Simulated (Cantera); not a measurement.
Charge: 1 mol trisilylamine, 29 mol N₂, equilibrated at 0.880 bar.

Equilibrium computed with Cantera from the NASA thermochemical tables; the gas is ideal and each condensed phase is pure. Candidate condensed phases: Si, Si₃N₄; 18 gas species. The feed counts by its element totals alone. Equilibrium is a limit: real reactors are often held back by kinetics, nucleation or transport. All values below are at 1273 K.

Base state: N₂ 0.859, H₂ 0.141 (mole fractions); condensed: Si₃N₄(s).

**Question.** What changes in the equilibrium state with this change: trisilylamine replaced by SiF₄?

**Answer.** 
| species | before | after |
|---|---|---|
| N₂ | 0.859 | 0.967 |
| SiF₄ | 0 | 0.0333 |
| H₂ | 0.141 | 0 |
| Si₃N₄(s), mol | 1.00 | 0 |
